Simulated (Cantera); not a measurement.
An isothermal, constant-pressure homogeneous reactor starts with C₂H₆ : H₂ = 0.58 : 2.1 (molar parts), at 1475 K and 0.00320 bar.

Computed with Cantera and GRI-Mech 3.0 (53 species, 325 reactions). GRI-Mech 3.0 stops at C3 and has no aromatics, soot or wall deposition, so with more carbon than oxygen in the feed, carbon stays in small species such as C2H2 where larger ones or solid carbon would form. Radical loss at walls, strong at low pressure, is not modelled.

One state of this run: x C₂H₆ = 1.61e-5; x H₂ = 0.747; x CH₄ = 0.156; x CH₃ = 0.000400; x C₂H₂ = 0.0958; x CH₂ = 3.48e-8; x C₂H = 1.96e-8. x: mole fraction; the columns are a selection and need not sum to one.

Question: Which value of t (s) does it belong to?
A) 6.26
B) 2.40e-5
C) 0.0122
D) 0.783

Answer: A, 6.26
